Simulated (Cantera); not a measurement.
Cantera run, input and output.

```python
import numpy as np
import cantera as ct

gas = ct.Solution("SiF4_NH3_mec.yaml", "gas")
gas.TPX = 2250, 101325, {'NH3': 1, 'H2': 13}
inlet = ct.Reservoir(gas, clone=True)

reactor = ct.IdealGasConstPressureReactor(gas, energy="off", clone=False)
exhaust = ct.Reservoir(gas, clone=True)
tau = [0.43, 0.23, 0.12, 0.063, 0.033, 0.017, 0.0091][0]
for a, b in ((inlet, reactor), (reactor, exhaust)):
    ct.MassFlowController(a, b, mdot=lambda t: reactor.mass / tau)
net = ct.ReactorNet([reactor])
show = ['NH3', 'H2', 'N2', 'N', 'H', 'NH', 'NH2']

rows = []
print(f"{'tau/s':>10s}{'T/K':>9s}" + "".join(f"{s:>11s}" for s in show))
for tau in [0.43, 0.23, 0.12, 0.063, 0.033, 0.017, 0.0091]:
    net.initial_time = 0.0
    net.advance(30 * tau)
    before = gas.X
    net.advance(40 * tau)
    drift = np.max(np.abs(gas.X - before) / (gas.X + 1e-9))
    rows.append([gas.T, *gas[show].X, drift])
    print(f"{tau:10.3e}{gas.T:9.1f}" + "".join(f"{x:11.3e}" for x in gas[show].X))
```

It prints:

```
     tau/s      T/K        NH3         H2         N2          N          H         NH        NH2
 4.300e-01   2250.0  1.349e-03  9.590e-01  3.257e-02  2.039e-06  7.047e-03  5.317e-06  3.103e-05
 2.300e-01   2250.0  1.918e-03  9.589e-01  3.230e-02  2.682e-06  6.868e-03  7.179e-06  4.302e-05
 1.200e-01   2250.0  2.860e-03  9.587e-01  3.185e-02  3.457e-06  6.546e-03  9.714e-06  6.113e-05
 6.300e-02   2250.0  4.480e-03  9.583e-01  3.109e-02  4.213e-06  6.024e-03  1.287e-05  8.814e-05
 3.300e-02   2250.0  7.515e-03  9.574e-01  2.966e-02  4.747e-06  5.278e-03  1.657e-05  1.296e-04
 1.700e-02   2250.0  1.328e-02  9.551e-01  2.696e-02  4.931e-06  4.419e-03  2.056e-05  1.922e-04
 9.100e-03   2250.0  2.187e-02  9.512e-01  2.292e-02  4.888e-06  3.724e-03  2.415e-05  2.679e-04
```

Model: the gas-phase N/H chemistry of the illustrative SiF4/NH3 mechanism in the Surface Chemkin manual (1991), integrated in Cantera. Walls and surfaces, which speed up NH3 decomposition in real reactors, are not modelled.
